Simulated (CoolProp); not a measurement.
R152A along the isotherm 500 K: Z from the reference equation and from simpler models built on Tc = 386.4 K, pc = 4.517 MPa, ω = 0.275; each cubic takes its own stable root.

Values from CoolProp's reference Helmholtz-energy equation of state, Outcalt 1996. It is a modified Benedict-Webb-Rubin equation, recast in Helmholtz form.

```json
[
 {"p (MPa)": "0.869", "phase": "gas", "reference": "0.9723"},
 {"p (MPa)": "1.74", "phase": "gas", "reference": "0.9443"},
 {"p (MPa)": "2.61", "phase": "gas", "reference": "0.9161"},
 {"p (MPa)": "3.47", "phase": "gas", "reference": "0.8882"},
 {"p (MPa)": "4.34", "phase": "gas", "reference": "0.8601"},
 {"p (MPa)": "5.21", "phase": "supercritical", "reference": "0.8323"},
 {"p (MPa)": "6.08", "phase": "supercritical", "reference": "0.8051"},
 {"p (MPa)": "6.95", "phase": "supercritical", "reference": "0.7787"},
 {"p (MPa)": "7.82", "phase": "supercritical", "reference": "0.7536"},
 {"p (MPa)": "8.69", "phase": "supercritical", "reference": "0.7300"},
 {"p (MPa)": "9.55", "phase": "supercritical", "reference": "0.7087"},
 {"p (MPa)": "10.4", "phase": "supercritical", "reference": "0.6901"},
 {"p (MPa)": "11.3", "phase": "supercritical", "reference": "0.6733"}
]
```

**Question.** How far does each simpler model (van der Waals, Soave-Redlich-Kwong, Peng-Robinson) lie from the reference over these 13 states: mean and median of the absolute difference, and the worst?

**Answer.** 
- van der Waals: mean 5.4 %, median 5.6 %, worst -10.4 % at 500 K and 9.55 MPa
- Soave-Redlich-Kwong: mean 4.7 %, median 3.8 %, worst +11.9 % at 500 K and 11.3 MPa
- Peng-Robinson: mean 1.6 %, median 0.6 %, worst +5.9 % at 500 K and 11.3 MPa
